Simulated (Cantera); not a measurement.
Input: 1 mol LiOH, a varied amount of H₂O, equilibrated at 2148.15 K and 1.33 mbar.

These are equilibrium values from Cantera (NASA tables, ideal gas, pure condensed phases), not measurements of a reactor. Candidate condensed phases: H₂O, Li, LiH, LiOH, Li₂O; 17 gas species. The numbers say what is thermodynamically allowed, not how fast it happens.

Q: At 0.38 mol H₂O, list the 5 most abundant gas species with their mole fractions, and the condensed phases.

A: LiOH 0.369, H₂O 0.281, Li 0.205, O₂ 0.0561, H₂ 0.0266. Condensed: gas only.
